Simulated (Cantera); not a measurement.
A perfectly stirred reactor is fed with H₂ : O₂ : N₂ : CO₂ = 1 : 0.333 : 1.25 : 0.011 (molar parts), at 3.45 atm; it is adiabatic with a 700 K inlet, and is followed from long to short residence time, starting on the burning branch (τ in s: 0.28, 0.098, 0.034, 0.012, 0.004, 0.0014, 0.00048, 0.00017, 5.7e-05, 2e-05, 6.8e-06).

Computed with Cantera and GRI-Mech 3.0 (53 species, 325 reactions). The hydrogen kinetics of GRI-Mech 3.0 are dated; newer H2 mechanisms differ, most at raised pressure.

x: mole fraction; the columns are a selection and need not sum to one.

```tsv
τ (s)	T (K)	x H₂	x O₂	x O	x HO₂	x NO
0.28	2528	0.142	5.88e-5	6.81e-5	7.77e-8	0.000332
0.098	2527	0.142	6.20e-5	6.95e-5	8.05e-8	0.000328
0.034	2526	0.142	7.10e-5	7.34e-5	[?]	0.000318
0.012	2522	0.142	9.51e-5	8.42e-5	[?]	0.000295
0.0040	2511	0.142	0.000160	0.000117	[?]	0.000247
0.0014	2488	0.141	0.000308	0.000204	[?]	0.000187
0.00048	2443	0.140	0.000640	0.000430	[?]	0.000132
0.00017	2370	0.138	0.00132	0.000925	[?]	9.26e-5
5.7e-5	2251	0.136	0.00275	0.00195	[?]	6.56e-5
2.0e-5	2093	0.134	0.00535	0.00350	[?]	4.76e-5
6.8e-6	1888	0.135	0.0107	0.00531	[?]	2.90e-5
```

### Question
What belongs in the gaps?

### Answer

- 0.034, x HO₂: 8.87e-8
- 0.012, x HO₂: 1.12e-7
- 0.0040, x HO₂: 1.85e-7
- 0.0014, x HO₂: 3.86e-7
- 0.00048, x HO₂: 9.28e-7
- 0.00017, x HO₂: 2.12e-6
- 5.7e-5, x HO₂: 4.72e-6
- 2.0e-5, x HO₂: 1.00e-5
- 6.8e-6, x HO₂: 2.32e-5
